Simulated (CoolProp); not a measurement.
Saturation properties of CF4 (R14).

Model: reference Helmholtz-energy equation of state, Platzer 1990, in CoolProp. This equation is an older, rougher fit; its heat capacities, sound speeds and derivatives of the liquid may be far off and weren't checked against measurements.

```
T (°C)      p (bar)  liquid density (kg/m³)  vapour density (kg/m³)  liquid conductivity (mW/(m K))
-------  ----------  ----------------------  ----------------------  ------------------------------
-139.15      0.4309                    1661              (withheld)                             104
-134.85      0.6112                    1639              (withheld)                      (withheld)
-130.55      0.8466                    1617                   6.481                            97.4
-126.25       1.148                    1594                   8.599                      (withheld)
-121.85       1.536              (withheld)                   11.28                            90.9
-117.55       2.006              (withheld)                   14.49                            87.6
-113.25  (withheld)                    1521                   18.36                      (withheld)
-108.95       3.267                    1496                   23.00                            81.2
```

Some entries are withheld; supply them.


- -139.15, vapour density (kg/m³): 3.466
- -134.85, vapour density (kg/m³): 4.791
- -134.85, liquid conductivity (mW/(m K)): 101
- -126.25, liquid conductivity (mW/(m K)): 94.2
- -121.85, liquid density (kg/m³): 1570
- -117.55, liquid density (kg/m³): 1546
- -113.25, p (bar): 2.579
- -113.25, liquid conductivity (mW/(m K)): 84.4

It boils at -128.0 °C under 1 atm.

Thermal conductivity comes from a separate model (Huber 2003), an estimate that may be off by 10 % or more.
